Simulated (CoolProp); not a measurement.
c-C4F8 (RC318) along the isotherm 143.85 °C: fugacity coefficient from the reference equation and from simpler models built on Tc = 115.2 °C, pc = 2778 kPa, ω = 0.355; each cubic takes its own stable root.

Computed with CoolProp (reference Helmholtz-energy equation of state, Platzer 1990). This equation is an older, rougher fit; its heat capacities, sound speeds and derivatives of the liquid may be far off and weren't checked against measurements.

| p (kPa) | phase | reference |
|---|---|---|
| 1980 | gas | 0.8221 |
| 3970 | supercritical | 0.6481 |
| 5950 | supercritical | 0.5077 |
| 7940 | supercritical | 0.4292 |
| 9920 | supercritical | 0.3833 |
| 11900 | supercritical | 0.3545 |
| 13900 | supercritical | 0.3358 |
| 15900 | supercritical | 0.3239 |
| 17900 | supercritical | 0.3166 |
| 19800 | supercritical | 0.3129 |
| 21800 | supercritical | 0.3117 |
| 23800 | supercritical | 0.3127 |
| 25800 | supercritical | 0.3155 |
| 27800 | supercritical | 0.3199 |

Q: How far does each simpler model (van der Waals, Soave-Redlich-Kwong, Peng-Robinson) lie from the reference over these 14 states: mean and median of the absolute difference, and the worst?

A: 
- van der Waals: mean 13.6 %, median 12.3 %, worst +32.5 % at 143.85 °C and 27800 kPa
- Soave-Redlich-Kwong: mean 5.7 %, median 6.9 %, worst +8.3 % at 143.85 °C and 27800 kPa
- Peng-Robinson: mean 4.5 %, median 3.9 %, worst -8.0 % at 143.85 °C and 27800 kPa
